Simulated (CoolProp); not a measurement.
Properties of normal hydrogen along the isobar 1.86 MPa (Tc = 33.1 K, pc = 1.296 MPa, ω = -0.219).

Computed with CoolProp (reference Helmholtz-energy equation of state, Leachman 2009).

| T (K) | phase | density (kg/m³) | Prandtl number |
|---|---|---|---|
| 26 | liquid | … | … |
| 50.2 | supercritical | … | … |
| 74.3 | supercritical | … | … |
| 98.5 | supercritical | 4.592 | … |
| 122.7 | supercritical | 3.649 | 0.682 |
| 146.9 | supercritical | 3.036 | 0.683 |
| 171 | supercritical | 2.605 | 0.682 |
| 195.2 | supercritical | 2.281 | 0.682 |
| 219.4 | supercritical | 2.030 | 0.681 |
| 243.5 | supercritical | 1.830 | 0.681 |

Task: What belongs in the gaps?

Result: 
- 26, density (kg/m³): 66.39
- 26, Prandtl number: 1.18
- 50.2, density (kg/m³): 10.55
- 50.2, Prandtl number: 0.809
- 74.3, density (kg/m³): 6.272
- 74.3, Prandtl number: 0.692
- 98.5, Prandtl number: 0.680

Viscosity comes from a separate model (Muzny 2013). Thermal conductivity comes from a separate model (Assael 2011).
